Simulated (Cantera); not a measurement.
# Fe2O3 + SO2 + CO2 + SO3 (roasting and sulfation)

Feed: 1 mol Fe2O3, 0.24 mol SO2, 5.9 mol CO2, 0.39 mol SO3, held at 11.0 bar.

Equilibrium computed with Cantera from the NASA thermochemical tables; the gas is ideal and each condensed phase is pure. Candidate condensed phases: C, Fe, Fe(CO)5, FeO, FeS, FeSO4, FeS2, Fe2O3, Fe2(SO4)3, Fe3O4, S; 25 gas species. Mutual solubility and eutectic melting of coexisting phases are not modelled. The numbers say what is thermodynamically allowed, not how fast it happens.

```csv
T (°C),x CO2,x SO2,x O2,x SO3,x CO,x O,x SO,x FeO,n Fe2O3(s),n Fe3O4(s)
1200,0.878,0.0916,0.0279,0.00218,5.14e-6,1.41e-7,3.72e-8,<1e-12,1.00,0
1225,0.878,0.0918,0.0281,0.00193,7.51e-6,1.99e-7,5.62e-8,<1e-12,1.00,0
1250,0.878,0.0921,0.0282,0.00171,1.08e-5,2.79e-7,8.37e-8,1.94e-12,1.00,0
1275,0.878,0.0922,0.0283,0.00152,1.55e-5,3.87e-7,1.23e-7,4.33e-12,1.00,0
1300,0.878,0.0924,0.0284,0.00135,2.18e-5,5.30e-7,1.79e-7,9.42e-12,1.00,0
1325,0.878,0.0925,0.0284,0.00121,3.05e-5,7.20e-7,2.56e-7,2.00e-11,1.00,0
1350,0.878,0.0926,0.0285,0.00109,4.21e-5,9.68e-7,3.64e-7,4.13e-11,1.00,0
1375,0.878,0.0927,0.0285,0.000979,5.76e-5,1.29e-6,5.11e-7,8.36e-11,1.00,0
1400,0.878,0.0928,0.0286,0.000884,7.81e-5,1.70e-6,7.10e-7,1.65e-10,1.00,0
1425,0.870,0.0920,0.0374,0.000906,9.10e-5,2.55e-6,8.47e-7,3.00e-10,0.632,0.245
1450,0.856,0.0905,0.0521,0.000955,0.000101,3.91e-6,9.62e-7,5.19e-10,0,0.667
1475,0.856,0.0906,0.0521,0.000870,0.000134,5.05e-6,1.30e-6,9.33e-10,0,0.667
1500,0.856,0.0906,0.0522,0.000795,0.000175,6.47e-6,1.74e-6,1.65e-9,0,0.667
1525,0.856,0.0907,0.0522,0.000728,0.000228,8.23e-6,2.32e-6,2.86e-9,0,0.667
```
x: gas mole fraction; n: condensed amount in mol.

From 1200 °C to 1400 °C the condensed part is Fe2O3(s). At 1425 °C the condensed part is Fe2O3(s) + Fe3O4(s). From 1450 °C to 1525 °C the condensed part is Fe3O4(s).
